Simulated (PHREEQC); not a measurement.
A made-up water analysis in mg/kgw, 25 °C, pH 6.23, pe 2.5:

| constituent | mg/kgw |
|---|---|
| Na | 33.1 |
| K | 22.9 |
| Ca | 180 |
| Mg | 45.1 |
| Cl | 198 |
| S(6) as SO4 | 378 |
| Alkalinity as HCO3 | 91 |
| Si as SiO2 | 0.915 |
| Mn(2) | 14.3 |
| F | 0.116 |
| Fe(2) | 0.674 |

Na is adjusted to close the charge balance.
Valence states are taken as typed.

Equilibrium calculation in PHREEQC: ion-association model, wateq4f.dat.

ionic strength: 0.0210 mol/kgw

```json
[
 {"species": "Cl-", "molality": "0.00558", "activity": "0.00483", "log γ": "-0.063"},
 {"species": "Ca+2", "molality": "0.00374", "activity": "0.00218", "log γ": "-0.235"},
 {"species": "SO4-2", "molality": "0.00284", "activity": "0.00163", "log γ": "-0.240"},
 {"species": "CO2", "molality": "0.00163", "activity": "0.00164", "log γ": "0.002"},
 {"species": "Mg+2", "molality": "0.00150", "activity": "0.000885", "log γ": "-0.230"},
 {"species": "HCO3-", "molality": "0.00142", "activity": "0.00124", "log γ": "-0.059"},
 {"species": "Na+", "molality": "0.00112", "activity": "0.000974", "log γ": "-0.061"},
 {"species": "CaSO4", "molality": "0.000707", "activity": "0.000710", "log γ": "0.002"},
 {"species": "K+", "molality": "0.000579", "activity": "0.000501", "log γ": "-0.063"},
 {"species": "MgSO4", "molality": "0.000337", "activity": "0.000339", "log γ": "0.002"},
 {"species": "Mn+2", "molality": "0.000206", "activity": "0.000121", "log γ": "-0.230"},
 {"species": "CaHCO3+", "molality": "3.93e-5", "activity": "3.44e-5", "log γ": "-0.057"},
 {"species": "MnSO4", "molality": "3.51e-5", "activity": "3.53e-5", "log γ": "0.002"}
]
```

Precipitation was switched off in this run. The solution is supersaturated, for example in Rhodochrosite, so a real one may precipitate; this is no full list. SiF6-2 is the database's only silicon fluoride. Fluoro complexes past AlF4- and FeF3 are missing from the database.
